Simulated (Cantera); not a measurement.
Transport properties of process gases

Gas mixture: C3H8 : H2O : NH3 = 0.87 : 0.52 : 0.48 (molar parts), at 10.00 Torr, frozen composition.

Cantera's kinetic-theory transport with the Lennard-Jones parameters of GRI-Mech 3.0, ideal gas; thermal conductivity in the multicomponent form. Polar gases are described roughly by these parameters. The composition is frozen, though it would react at the higher temperatures.

```json
[
 {"T (K)": "400", "ρ (kg/m³)": "0.0120", "cp (J/kg/K)": "2115", "μ (µPa s)": "12.2", "λ (mW/m/K)": "34.9", "Pr": "0.739", "D (cm²/s) CO2": "14.6", "D (cm²/s) NO": "19.8", "D (cm²/s) CH3": "21.8"},
 {"T (K)": "650", "ρ (kg/m³)": "0.00737", "cp (J/kg/K)": "2862", "μ (µPa s)": "19.1", "λ (mW/m/K)": "71.3", "Pr": "0.767", "D (cm²/s) CO2": "36.4", "D (cm²/s) NO": "47.1", "D (cm²/s) CH3": "52.7"},
 {"T (K)": "900", "ρ (kg/m³)": "0.00533", "cp (J/kg/K)": "3407", "μ (µPa s)": "25.2", "λ (mW/m/K)": "110", "Pr": "0.780", "D (cm²/s) CO2": "65.4", "D (cm²/s) NO": "82.7", "D (cm²/s) CH3": "93.1"},
 {"T (K)": "1150", "ρ (kg/m³)": "0.00417", "cp (J/kg/K)": "3796", "μ (µPa s)": "30.7", "λ (mW/m/K)": "148", "Pr": "0.786", "D (cm²/s) CO2": "100", "D (cm²/s) NO": "126", "D (cm²/s) CH3": "142"},
 {"T (K)": "1400", "ρ (kg/m³)": "0.00342", "cp (J/kg/K)": "4090", "μ (µPa s)": "35.7", "λ (mW/m/K)": "185", "Pr": "0.789", "D (cm²/s) CO2": "141", "D (cm²/s) NO": "175", "D (cm²/s) CH3": "198"},
 {"T (K)": "1650", "ρ (kg/m³)": "0.00290", "cp (J/kg/K)": "4324", "μ (µPa s)": "40.3", "λ (mW/m/K)": "220", "Pr": "0.790", "D (cm²/s) CO2": "187", "D (cm²/s) NO": "230", "D (cm²/s) CH3": "261"}
]
```
D: mixture-averaged diffusion coefficient of that species in the mixture.
